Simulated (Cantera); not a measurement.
Ignition delay

Mixture: 5.88 % CH4, 19.6 % O2, 73.5 % N2, 1.06 % H2, at 1.00 atm, adiabatic and at constant pressure. Ignition delay is the time to a rise of 400 K.

Model: GRI-Mech 3.0 (53 species, 325 reactions), integrated in Cantera.

```csv
T0 (K),delay (ms)
1223,5.69
1273,3.42
1323,2.09
1373,1.32
1423,0.857
1473,0.575
1523,0.398
```

apparent activation energy between 1423 and 1523 K: 140 kJ/mol
